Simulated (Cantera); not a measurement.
**Equilibrium for carbothermic reduction: MgO + CH4 + CO**

Feed: 1 mol MgO, 4.8 mol CH4, 2.6 mol CO, at 2375 K.

These are equilibrium values from Cantera (NASA tables, ideal gas, pure condensed phases), not measurements of a reactor. Candidate condensed phases: C, C6H6, C7H8, C8H18, H2O, Mg, MgCO3, MgO, Mg(OH)2; 116 gas species. The tables' values for MgH are old estimates; treat these amounts as uncertain. Kinetics and transport are ignored.

From 0.0750 Torr to 7500 Torr the condensed part is C(graphite). The main Mg-bearing gas is Mg throughout.

| P (Pa) | x H2 | x H | x CO | x Mg | x C2H2 (acetylene) | x MgH | x CH4 | x C3 | n C(graphite) |
|---|---|---|---|---|---|---|---|---|---|
| 10 | 0.177 | 0.593 | 0.178 | 0.0495 | 0.00110 | 3.93e-6 | 5.82e-10 | 0.000639 | 3.70 |
| 36 | 0.321 | 0.421 | 0.200 | 0.0556 | 0.00199 | 1.13e-5 | 6.89e-9 | 0.000178 | 3.71 |
| 130 | 0.453 | 0.263 | 0.220 | 0.0611 | 0.00281 | 2.80e-5 | 4.95e-8 | 4.92e-5 | 3.70 |
| 460 | 0.544 | 0.153 | 0.234 | 0.0650 | 0.00338 | 6.13e-5 | 2.53e-7 | 1.39e-5 | 3.69 |
| 1700 | 0.602 | 0.0839 | 0.243 | 0.0673 | 0.00374 | 0.000129 | 1.14e-6 | 3.76e-6 | 3.69 |
| 6000 | 0.634 | 0.0458 | 0.248 | 0.0686 | 0.00393 | 0.000252 | 4.48e-6 | 1.07e-6 | 3.68 |
| 22000 | 0.652 | 0.0243 | 0.251 | 0.0691 | 0.00405 | 0.000494 | 1.74e-5 | 2.91e-7 | 3.68 |
| 77000 | 0.661 | 0.0131 | 0.252 | 0.0691 | 0.00410 | 0.000930 | 6.25e-5 | 8.30e-8 | 3.68 |
| 280000 | 0.665 | 0.00688 | 0.253 | 0.0685 | 0.00413 | 0.00176 | 0.000230 | 2.28e-8 | 3.68 |
| 1000000 | 0.667 | 0.00364 | 0.254 | 0.0672 | 0.00414 | 0.00327 | 0.000827 | 6.39e-9 | 3.67 |
x: gas mole fraction; n: condensed amount in mol.
